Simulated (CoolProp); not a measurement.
Computed with CoolProp (reference Helmholtz-energy equation of state, Penoncello 2003).

Task: Give the vapour pressure (MPa), enthalpy of vaporisation (kJ/kg), liquid cp (kJ/(kg K)), vapour Z of saturated CHF3 (R23) at 205.3, 218.3, 244.4 K.

Result: 
```csv
T (K),p (MPa),enthalpy of vaporisation (kJ/kg),liquid cp (kJ/(kg K)),vapour Z
205.3,0.216,227,1.27,0.931
218.3,0.391,215,1.31,0.899
244.4,1.05,185,1.44,0.807
```
